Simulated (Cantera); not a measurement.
Charge: 1 mol SiH2Cl2, 6.2 mol N2O, 0.99 mol H2, held at 1152 °C and 0.910 bar.

These are equilibrium values from Cantera (NASA tables, ideal gas, pure condensed phases), not measurements of a reactor. Candidate condensed phases: H2O, NH4Cl, Si, SiO2, Si2N2O, Si3N4; 47 gas species. The tables hold silica as quartz up to 1696 K and as liquid above; real silica turns to tridymite and cristobalite and melts near 1996 K. Gases not in the tables: Si(OH)4. The numbers say what is thermodynamically allowed, not how fast it happens.

Base state: N2 0.575, HCl 0.174, O2 0.146, H2O 0.0976, Cl2 0.00454, Cl 0.00243, NO 0.000592, OH 3.63e-5 (mole fractions); condensed: SiO2(β-quartz).

Question: What changes in the equilibrium state with this change: SiH2Cl2 replaced by SiF4?

Answer: 
| species | before | after |
|---|---|---|
| N2 | 0.575 | 0.555 |
| O2 | 0.146 | 0.233 |
| HF | 0 | 0.134 |
| HCl | 0.174 | 0 |
| SiF4 | 0 | 0.0561 |
| H2O | 0.0976 | 0.0218 |
| Cl2 | 0.00454 | 0 |
| Cl | 0.00243 | 0 |
| ClO | 2.40e-5 | 0 |
| HOCl | 1.87e-5 | 0 |
| OH | 3.63e-5 | 1.93e-5 |
| SiO2(β-quartz), mol | 1.00 | 0.373 |
